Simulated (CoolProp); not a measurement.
Aqueous potassium formate as a coolant, at 26 °C, 1 atm.

The numbers come from the Melinder's fits for secondary coolants in CoolProp.

```csv
mass %,freezing point (°C),cp (kJ/(kg K)),conductivity (W/(m K)),density (kg/m³),viscosity (mPa s)
4.4,-2.0,4.015,0.598,1024,0.956
8.3,-4.0,3.873,0.589,1048,1.01
12.2,-6.2,3.734,___,1071,1.06
16.1,-8.8,3.598,0.574,1095,1.12
20,-11.6,3.466,0.568,1120,1.20
23.9,-14.9,3.339,0.561,1146,1.30
27.8,-18.7,3.218,0.553,1172,1.41
31.7,-23.2,___,0.545,1199,___
35.6,-28.3,2.999,0.535,1227,1.64
39.5,-34.2,2.901,0.525,1255,1.77
43.4,-40.9,2.809,___,1285,1.95
```

What belongs in the gaps?


- 12.2, conductivity (W/(m K)): 0.582
- 31.7, cp (kJ/(kg K)): 3.105
- 31.7, viscosity (mPa s): 1.52
- 43.4, conductivity (W/(m K)): 0.514
